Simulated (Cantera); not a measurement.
Stirred combustor or abatement burner

A perfectly stirred reactor is fed with 6.60 % CH₄, 0.594 % CO, 9.64 % O₂, 83.2 % N₂, equivalence ratio 1.4, at 1730 Torr; it is adiabatic with a 800 K inlet, and is followed from long to short residence time, starting on the burning branch (τ in s: 0.04, 0.019, 0.0085, 0.0039, 0.0018, 0.00083, 0.00038, 0.00018, 8.1e-05).

Cantera simulation using GRI-Mech 3.0 (53 species, 325 reactions); the numbers are that mechanism's predictions, not measurements.

```json
[
 {"τ (s)": "0.040", "T (K)": "1729", "x CH₄": "0.00329", "x CO": "0.0326", "x O₂": "0.00148", "x CH₂": "5.03e-7", "x H₂O₂": "1.17e-8"},
 {"τ (s)": "0.019", "T (K)": "1718", "x CH₄": "0.00355", "x CO": "0.0334", "x O₂": "0.00240", "x CH₂": "8.18e-7", "x H₂O₂": "2.21e-8"},
 {"τ (s)": "0.0085", "T (K)": "1696", "x CH₄": "0.00399", "x CO": "0.0351", "x O₂": "0.00413", "x CH₂": "1.28e-6", "x H₂O₂": "4.44e-8"},
 {"τ (s)": "0.0039", "T (K)": "1652", "x CH₄": "0.00507", "x CO": "0.0376", "x O₂": "0.00777", "x CH₂": "1.61e-6", "x H₂O₂": "9.55e-8"},
 {"τ (s)": "0.0018", "T (K)": "800", "x CH₄": "0.0660", "x CO": "0.00594", "x O₂": "0.0964", "x CH₂": "<1e-12", "x H₂O₂": "<1e-12"},
 {"τ (s)": "0.00083", "T (K)": "800", "x CH₄": "0.0660", "x CO": "0.00594", "x O₂": "0.0964", "x CH₂": "<1e-12", "x H₂O₂": "<1e-12"},
 {"τ (s)": "0.00038", "T (K)": "800", "x CH₄": "0.0660", "x CO": "0.00594", "x O₂": "0.0964", "x CH₂": "<1e-12", "x H₂O₂": "<1e-12"},
 {"τ (s)": "0.00018", "T (K)": "800", "x CH₄": "0.0660", "x CO": "0.00594", "x O₂": "0.0964", "x CH₂": "<1e-12", "x H₂O₂": "<1e-12"},
 {"τ (s)": "8.1e-5", "T (K)": "800", "x CH₄": "0.0660", "x CO": "0.00594", "x O₂": "0.0964", "x CH₂": "<1e-12", "x H₂O₂": "<1e-12"}
]
```
x: mole fraction; the columns are a selection and need not sum to one.
